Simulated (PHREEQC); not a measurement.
A solution holds 4.5 mmol/kgw HF, 0.62 mmol/kgw H2SiF6, 130 mmol/kgw H3BO3 and 29 mmol/kgw HCl, at 59 °C. Closed to the air; pH follows from the charge balance.

Equilibrium calculation in PHREEQC: ion-association model, wateq4f.dat.

| quantity | before | after |
|---|---|---|
| pH | 1.58 | 1.52 |
| ionic strength (mol/kgw) | 0.0306 | 0.0350 |
| BF2(OH)2- (mol/kgw) | 0.000358 | 0.000723 |
| BF3OH- (mol/kgw) | 0.000233 | 0.000722 |
| SI of Chalcedony (SiO2) | -0.00 | -0.01 |

What was changed between the two runs?
(A) HF from 0.0045 to 0.0225 mol/kgw
(B) temperature from 59 to 55 °C
(C) HCl from 0.029 to 0.0435 mol/kgw
(D) HCl from 0.029 to 0.058 mol/kgw
(E) HCl from 0.029 to 0.29 mol/kgw

A, HF from 0.0045 to 0.0225 mol/kgw

This is a speciation only: nothing precipitates in the calculation. Some of these states are supersaturated (in Quartz (slow to form), for instance). At this temperature some constants are extrapolated from 25 °C, and those without enthalpy data are left unchanged. SiF6-2 is the database's only silicon fluoride. Real BF4- forms and hydrolyses slowly; the run takes it at equilibrium.
